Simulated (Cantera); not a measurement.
What does this Cantera script print?

```python
import numpy as np
import cantera as ct

gas = ct.Solution("gri30.yaml")
gas.TPX = 575, 14000, {'CO': 1, 'H2': 0.65, 'O2': 1.06, 'N2': 3.98}
flame = ct.FreeFlame(gas, width=0.16)
flame.set_refine_criteria(ratio=3, slope=0.08, curve=0.16)
flame.transport_model = "mixture-averaged"
flame.solve(loglevel=0, auto=True)
z, T = flame.grid, flame.T
thick = (T[-1] - T[0]) / np.gradient(T, z).max()
show = ['CO', 'H2', 'O2', 'NO2', 'NO', 'H2O']
print(f"laminar burning velocity  {flame.velocity[0] * 100:.3f} cm/s")
print(f"burnt temperature         {T[-1]:.1f} K")
print(f"thermal thickness         {thick * 1e3:.4f} mm")
print(f"grid points               {len(z)}")
z0 = z[flame.heat_release_rate.argmax()]
print(f"{'z/mm':>9s}{'T/K':>9s}{'u/(m/s)':>9s}" + "".join(f"{s:>11s}" for s in show))
rows = []
for k in (-3, -2, -1.5, -1, -0.5, -0.25, 0, 0.25, 0.5, 1, 2, 4, 8):
    zz = z0 + k * thick
    rows.append([k * thick, np.interp(zz, z, T), np.interp(zz, z, flame.velocity),
                 *(np.interp(zz, z, flame.X[gas.species_index(s)]) for s in show)])
    print(f"{rows[-1][0] * 1e3:9.3f}{rows[-1][1]:9.1f}{rows[-1][2]:9.3f}" + "".join(f"{x:11.3e}" for x in rows[-1][3:]))
```

It prints:

```
laminar burning velocity  274.013 cm/s
burnt temperature         2276.2 K
thermal thickness         8.0768 mm
grid points               172
     z/mm      T/K  u/(m/s)         CO         H2         O2        NO2         NO        H2O
  -24.230    575.0    2.740  1.495e-01  9.716e-02  1.584e-01 -7.100e-17 -8.750e-18  3.680e-14
  -16.154    575.0    2.740  1.495e-01  9.716e-02  1.584e-01 -7.100e-17 -8.750e-18  1.756e-13
  -12.115    575.0    2.740  1.495e-01  9.716e-02  1.584e-01 -7.100e-17 -8.748e-18  1.271e-11
   -8.077    575.0    2.740  1.495e-01  9.715e-02  1.584e-01 -7.093e-17 -7.797e-18  2.879e-09
   -4.038    577.4    2.749  1.495e-01  9.632e-02  1.585e-01  1.112e-14  3.599e-13  8.053e-05
   -2.019    675.1    3.189  1.476e-01  8.543e-02  1.559e-01  7.621e-13  1.280e-09  5.146e-03
    0.000   1050.9    4.871  1.278e-01  3.392e-02  1.245e-01  1.852e-11  3.875e-07  4.632e-02
    2.019   1343.2    6.129  8.457e-02  9.421e-03  8.205e-02  1.403e-10  3.569e-06  7.259e-02
    4.038   1487.6    6.701  5.972e-02  9.901e-03  6.930e-02  2.680e-10  8.125e-06  7.115e-02
    8.077   1631.6    7.265  4.933e-02  1.023e-02  6.346e-02  4.886e-10  1.584e-05  7.402e-02
   16.154   1771.4    7.809  4.794e-02  9.172e-03  6.136e-02  8.527e-10  2.580e-05  8.076e-02
   32.307   1910.0    8.334  4.418e-02  7.565e-03  5.883e-02  1.582e-09  4.008e-05  8.716e-02
   64.615   2038.3    8.807  3.787e-02  5.816e-03  5.567e-02  3.997e-09  7.207e-05  9.262e-02
```

Detailed kinetics in Cantera: GRI-Mech 3.0 (53 species, 325 reactions). Burning velocities carry a grid error of a few per cent, more on coarse grids.
